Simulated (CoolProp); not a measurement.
Vapour-liquid equilibrium of R124 (1) + R142b (2) at 263.4 K; x and y are mole fractions of (1).

Computed with CoolProp (multi-fluid Helmholtz-energy mixture model, de Vries 1995 and Lemmon 2006; pair parameters Bell 2016).

| x | bubble pressure, mixture model (kPa) | bubble pressure, Raoult's law (kPa) | y, mixture model | y, Raoult's law |
|---|---|---|---|---|
| 0.05 | 99.15 | 99.39 | 0.053 | 0.056 |
| 0.125 | 99.70 | 100.3 | 0.133 | 0.138 |
| 0.2 | 100.2 | 101.2 | 0.211 | 0.219 |
| 0.275 | 100.8 | 102.2 | 0.289 | 0.299 |
| 0.35 | 101.4 | 103.1 | 0.367 | 0.377 |
| 0.425 | 102.0 | 104.0 | 0.445 | 0.454 |
| 0.5 | 102.8 | 104.9 | 0.523 | 0.529 |
| 0.575 | 103.6 | 105.8 | 0.601 | 0.603 |
| 0.65 | 104.5 | 106.8 | 0.677 | 0.676 |
| 0.725 | 105.6 | 107.7 | 0.752 | 0.748 |
| 0.8 | 106.9 | 108.6 | 0.824 | 0.818 |
| 0.875 | 108.3 | 109.5 | 0.894 | 0.887 |
| 0.95 | 109.9 | 110.5 | 0.959 | 0.955 |

The largest gap from Raoult's law is -2.1 % in bubble pressure, at x = 0.575. No azeotrope shows between x = 0.05 and 0.95.

Pair parameters are fitted to limited data, so mixtures are less certain than the pure fluids.
